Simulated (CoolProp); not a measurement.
Vapour-liquid equilibrium of R134a (1) + R245fa (2) at -24.05 °C; x and y are mole fractions of (1).

Computed with CoolProp (multi-fluid Helmholtz-energy mixture model, Tillner-Roth 1994 and Akasaka 2015; pair parameters Akasaka 2014).

| x | bubble pressure (MPa) | y at the bubble point | dew pressure at overall composition x (MPa) | liquid density (mol/L) |
|---|---|---|---|---|
| 0.05 | 0.02046 | 0.271 | 0.01635 | 11.03 |
| 0.125 | 0.02764 | 0.500 | 0.01755 | 11.21 |
| 0.2 | 0.03475 | 0.634 | 0.01893 | 11.38 |
| 0.275 | 0.04182 | 0.723 | 0.02055 | 11.56 |
| 0.35 | 0.04887 | 0.786 | 0.02247 | 11.73 |
| 0.425 | 0.05591 | 0.833 | 0.02479 | 11.91 |
| 0.5 | 0.06296 | 0.870 | 0.02764 | 12.09 |
| 0.575 | 0.07003 | 0.900 | 0.03121 | 12.27 |
| 0.65 | 0.07714 | 0.924 | 0.03584 | 12.46 |
| 0.725 | 0.08430 | 0.945 | 0.04205 | 12.65 |
| 0.8 | 0.09152 | 0.963 | 0.05082 | 12.85 |
| 0.875 | 0.09879 | 0.978 | 0.06405 | 13.06 |
| 0.95 | 0.1061 | 0.992 | 0.08612 | 13.28 |

No azeotrope shows between x = 0.05 and 0.95.

Pair parameters are fitted to limited data, so mixtures are less certain than the pure fluids.
